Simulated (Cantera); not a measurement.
Input: 1 mol SiCl4, 0.16 mol O2, equilibrated at 625 K and 133 Pa.

Equilibrium computed with Cantera from the NASA thermochemical tables; the gas is ideal and each condensed phase is pure. Candidate condensed phases: Si, SiO2; 15 gas species. Kinetics and transport are ignored.

Base state: SiCl4 0.724, Cl2 0.276 (mole fractions); condensed: SiO2(α-quartz).

Q: What changes in the equilibrium state with this change: SiCl4 replaced by TEOS?

A: 
```json
[
 {"species": "H2", "before": "0", "after": "0.782"},
 {"species": "H2O", "before": "0", "after": "0.114"},
 {"species": "CO2", "before": "0", "after": "0.0480"},
 {"species": "SiCl4", "before": "0.724", "after": "0"},
 {"species": "Cl2", "before": "0.276", "after": "0"},
 {"species": "CH4", "before": "0", "after": "0.0395"},
 {"species": "CO", "before": "0", "after": "0.0158"},
 {"species": "SiO2(α-quartz), mol", "before": "0.160", "after": "1.00"},
 {"species": "C(graphite), mol", "before": "0", "after": "6.94"}
]
```
The feed counts by its element totals alone. Further candidate phases: C, C6H6, C7H8, C8H18, H2O, SiC.
